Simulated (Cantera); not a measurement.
Cantera run, input and output.

```python
import numpy as np
import cantera as ct

gas = ct.Solution("gri30.yaml")
gas.TPX = 1873, 100000, {'C2H6': 2.9, 'N2': 80}
inlet = ct.Reservoir(gas, clone=True)

reactor = ct.IdealGasConstPressureReactor(gas, energy="off", clone=False)
exhaust = ct.Reservoir(gas, clone=True)
tau = [6, 2.1, 0.76, 0.27, 0.097, 0.035, 0.012, 0.0044, 0.0016][0]
for a, b in ((inlet, reactor), (reactor, exhaust)):
    ct.MassFlowController(a, b, mdot=lambda t: reactor.mass / tau)
net = ct.ReactorNet([reactor])
show = ['C2H6', 'H2', 'H', 'CH2', 'C2H2']

rows = []
print(f"{'tau/s':>10s}{'T/K':>9s}" + "".join(f"{s:>11s}" for s in show))
for tau in [6, 2.1, 0.76, 0.27, 0.097, 0.035, 0.012, 0.0044, 0.0016]:
    net.initial_time = 0.0
    net.advance(30 * tau)
    before = gas.X
    net.advance(40 * tau)
    drift = np.max(np.abs(gas.X - before) / (gas.X + 1e-9))
    rows.append([gas.T, *gas[show].X, drift])
    print(f"{tau:10.3e}{gas.T:9.1f}" + "".join(f"{x:11.3e}" for x in gas[show].X))
```

Result:

```
     tau/s      T/K       C2H6         H2          H        CH2       C2H2
 6.000e+00   1873.0  8.910e-08  6.456e-02  1.683e-04  7.542e-08  3.218e-02
 2.100e+00   1873.0  2.496e-07  6.412e-02  1.708e-04  1.270e-07  3.213e-02
 7.600e-01   1873.0  6.779e-07  6.345e-02  1.750e-04  2.137e-07  3.196e-02
 2.700e-01   1873.0  1.862e-06  6.243e-02  1.826e-04  3.680e-07  3.166e-02
 9.700e-02   1873.0  4.990e-06  6.103e-02  1.958e-04  6.413e-07  3.120e-02
 3.500e-02   1873.0  1.304e-05  5.927e-02  2.185e-04  1.139e-06  3.059e-02
 1.200e-02   1873.0  3.473e-05  5.712e-02  2.576e-04  2.129e-06  2.980e-02
 4.400e-03   1873.0  8.487e-05  5.482e-02  3.113e-04  3.844e-06  2.886e-02
 1.600e-03   1873.0  2.058e-04  5.197e-02  3.804e-04  6.847e-06  2.753e-02
```

Computed with Cantera and GRI-Mech 3.0 (53 species, 325 reactions). GRI-Mech 3.0 stops at C3 and has no aromatics, soot or wall deposition, so with more carbon than oxygen in the feed, carbon stays in small species such as C2H2 where larger ones or solid carbon would form.
